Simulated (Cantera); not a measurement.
Input (Python, Cantera) and output of one run.

```python
import numpy as np
import cantera as ct

gas_names = """
    H H2O2
""".split()
cond_names = """
    V2O5(s) V2O5(L) V2O4(I) V2O4(II) V2O4(L)
""".split()


# ... load() reads the species with a 1 bar reference pressure and builds the phases ...
species = {s.name: s for s in load("nasa_gas.yaml", gas_names) + load("nasa_condensed.yaml", cond_names)}
# Each term lists the table entries of one substance; the one whose range holds T is used.
reactions = {
    '2 H(g) + 2 V2O5 = H2O2(g) + 2 V2O4':
        [(-2, ['H']), (-2, ['V2O5(s)', 'V2O5(L)']), (1, ['H2O2']), (2, ['V2O4(I)', 'V2O4(II)', 'V2O4(L)'])],
}


def pick(names, T):
    return next(species[n] for n in names if species[n].thermo.min_temp <= T <= species[n].thermo.max_temp)


results = []
for label, terms in reactions.items():
    print(label)
    print("     T/K   dH/kJ  dS/(J/K)   dG/kJ   log10 K")
    for T in [300, 1125, 1275, 1425, 1575, 1725, 1875]:
        used = [(nu, pick(names, T)) for nu, names in terms]
        dH = sum(nu * s.thermo.h(T) for nu, s in used) / 1e6
        dS = sum(nu * s.thermo.s(T) for nu, s in used) / 1e3
        dG = dH - T * dS / 1e3
        logK = -dG * 1e6 / (ct.gas_constant * T * np.log(10))
        results.append((label, T, dH, dS, dG, logK, [s.name for _, s in used]))
        print(f"{T:8g} {dH:8.1f} {dS:8.1f} {dG:8.1f} {logK:8.2f}")
```

It prints:

```
2 H(g) + 2 V2O5 = H2O2(g) + 2 V2O4
     T/K   dH/kJ  dS/(J/K)   dG/kJ   log10 K
     300   -325.5    -49.2   -310.8    54.11
    1125   -460.9   -171.1   -268.4    12.46
    1275   -464.9   -174.5   -242.5     9.93
    1425   -467.8   -176.6   -216.1     7.92
    1575   -469.4   -177.7   -189.5     6.29
    1725   -469.9   -178.0   -162.8     4.93
    1875   -241.2    -52.2   -143.4     3.99
```

Cantera with NASA thermochemical tables; ideal gases at 1 bar, condensed phases pure. Condensed species are held in their standard states even where they would react or evaporate.
